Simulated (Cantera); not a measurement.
## Equilibrium for iron carbonyl, mercury and lead vapours: Pb + O2 + H2 + CO

Feed: 1 mol Pb, 0.32 mol O2, 61 mol H2, 0.54 mol CO.

Cantera equilibrium calculation (NASA polynomials, part measured and part estimated; ideal gas, pure solids and liquids). Candidate condensed phases: C, C6H6, C7H8, C8H18, H2O, Pb, PbO, PbO2, Pb3O4; 113 gas species. Rates play no part.

Stable condensed phases:

```
T in °C \ P in Pa
              10      52     270    1400    7200   37000  190000 1000000
   1300        A       A       A       A       A       A       A       B
   1250        A       A       A       A       A       A       A       B
   1200        A       A       A       A       A       A       B       B
   1150        A       A       A       A       A       A       B       B
   1100        A       A       A       A       A       A       B       B
   1050        A       A       A       A       A       B       B       B
   1000        A       A       A       A       A       B       B       B
    950        A       A       A       A       B       B       B       B
    900        A       A       A       A       B       B       B       B
    850        A       A       A       B       B       B       B       B
```

A: gas only; B: Pb.
